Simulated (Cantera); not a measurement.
A freely propagating, adiabatic, planar premixed flame of 20.1 % H2, 21.6 % O2, 56.1 % N2, 2.25 % H2O, unburnt at 400 K and 0.240 bar; mixture-averaged transport, grid criteria slope 0.08 and curve 0.16, no radiation.

Detailed kinetics in Cantera: the H2/O2 subset of GRI-Mech 3.0, which has no nitrogen chemistry. Burning velocities carry a grid error of a few per cent, more on coarse grids. Lean hydrogen flames are cellular in practice and burn faster than this planar one.

x: mole fraction of selected species; z is measured from the peak of heat release.

| z (mm) | T (K) | u (m/s) | x H2 | x O2 | x H2O | x HO2 | x O | x OH |
|---|---|---|---|---|---|---|---|---|
| -5.89 | 400 | 1.91 | 0.201 | 0.216 | 0.0225 | <1e-8 | <1e-8 | <1e-8 |
| -3.93 | 400 | 1.90 | 0.201 | 0.216 | 0.0225 | <1e-8 | <1e-8 | <1e-8 |
| -2.95 | 400 | 1.90 | 0.200 | 0.216 | 0.0225 | <1e-8 | <1e-8 | <1e-8 |
| -1.96 | 400 | 1.90 | 0.199 | 0.216 | 0.0225 | (withheld) | (withheld) | <1e-8 |
| -0.982 | 430 | 2.01 | 0.185 | 0.219 | 0.0245 | 0.000145 | 3.32e-6 | 3.20e-5 |
| -0.491 | 666 | 3.03 | 0.145 | 0.216 | 0.0483 | 0.000135 | 0.000171 | 0.000656 |
| 0 | 1025 | 4.55 | 0.0792 | 0.189 | 0.113 | 5.86e-5 | 0.00350 | 0.00194 |
| 0.491 | (withheld) | 5.68 | (withheld) | (withheld) | (withheld) | (withheld) | (withheld) | (withheld) |
| 0.982 | 1429 | 6.28 | 0.0133 | 0.133 | 0.206 | 2.53e-5 | 0.0129 | 0.00844 |
| 1.96 | 1570 | 6.86 | 0.00906 | 0.128 | 0.218 | 1.80e-5 | 0.0112 | 0.0102 |
| 3.93 | 1691 | 7.34 | 0.00633 | 0.127 | 0.227 | 1.19e-5 | 0.00775 | 0.0105 |
| 7.86 | 1782 | 7.69 | 0.00361 | 0.127 | 0.234 | 6.91e-6 | 0.00437 | 0.00909 |
| 15.7 | 1838 | 7.90 | 0.00165 | 0.128 | 0.239 | 3.49e-6 | 0.00199 | 0.00667 |

Problem. Fill in the missing entries.

Solution. 
- -1.96, x HO2: 4.10e-7
- -1.96, x O: 1.08e-8
- 0.491, T (K): 1287
- 0.491, x H2: 0.0283
- 0.491, x O2: 0.148
- 0.491, x H2O: 0.181
- 0.491, x HO2: 3.47e-5
- 0.491, x O: 0.0104
- 0.491, x OH: 0.00588
